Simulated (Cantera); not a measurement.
A closed system holds: 1 mol FeS₂, 4.9 mol SO₃, 0.52 mol N₂, held at 1100 K and 750 Torr.

Equilibrium computed with Cantera from the NASA thermochemical tables; the gas is ideal and each condensed phase is pure. Candidate condensed phases: Fe, FeO, FeS, FeSO₄, FeS₂, Fe₂O₃, Fe₂(SO₄)₃, Fe₃O₄, S; 19 gas species. Gases not in the tables: S₃ to S₇. Equilibrium is a limit: real reactors are often held back by kinetics, nucleation or transport.

Base state: SO₂ 0.913, N₂ 0.0712, S₂ 0.0132, S₂O 0.00208, SO 8.08e-5 (mole fractions); condensed: Fe₃O₄(s).

**Question.** What changes in the equilibrium state with this change: pressure from 750 Torr to 9.00 Torr?

**Answer.** 
| species | before | after |
|---|---|---|
| SO₂ | 0.913 | 0.914 |
| N₂ | 0.0712 | 0.0711 |
| S₂ | 0.0132 | 0.0142 |
| S₂O | 0.00208 | 0.000728 |
| SO | 8.08e-5 | 0.000248 |
| Fe₃O₄(s), mol | 0.333 | 0.333 |

**Question.** What changes in the equilibrium state with this change: SO₃ from 4.9 to 0.055 mol?

**Answer.** 
| species | before | after |
|---|---|---|
| N₂ | 0.0712 | 0.479 |
| S₂ | 0.0132 | 0.441 |
| SO₂ | 0.913 | 0.0718 |
| S₂O | 0.00208 | 0.00811 |
| SO | 8.08e-5 | 5.44e-5 |
| Fe₃O₄(s), mol | 0.333 | 0 |
| FeS(s), mol | 0 | 1.00 |
FeS: taken at fixed stoichiometry.
